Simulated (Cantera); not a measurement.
Feed: 1 mol CuO, 14 mol CO, 0.72 mol CH4, at 1 atm.

Cantera equilibrium calculation (NASA polynomials, part measured and part estimated; ideal gas, pure solids and liquids). Candidate condensed phases: C, C6H6, C7H8, C8H18, Cu, CuO, Cu(OH)2, Cu2O, H2O; 113 gas species. Rates play no part.

Q: Which condensed phases are stable at each of these points (T (K)): 1200, 1225, 1250, 1275, 1300, 1325, 1350, 1375, 1400, 1425, 1450, 1475, 1500?

A: 
| T (K) | condensed phases | Cu condensed (%) |
|---|---|---|
| 1200 | Cu(s) | 100.0 |
| 1225 | Cu(s) | 100.0 |
| 1250 | Cu(s) | 100.0 |
| 1275 | Cu(s) | 100.0 |
| 1300 | Cu(s) | 100.0 |
| 1325 | Cu(s) | 100.0 |
| 1350 | Cu(s) | 100.0 |
| 1375 | Cu(l) | 100.0 |
| 1400 | Cu(l) | 100.0 |
| 1425 | Cu(l) | 100.0 |
| 1450 | Cu(l) | 100.0 |
| 1475 | Cu(l) | 100.0 |
| 1500 | Cu(l) | 100.0 |

From 1200 K to 1350 K the condensed part is Cu(s). From 1375 K to 1500 K the condensed part is Cu(l).
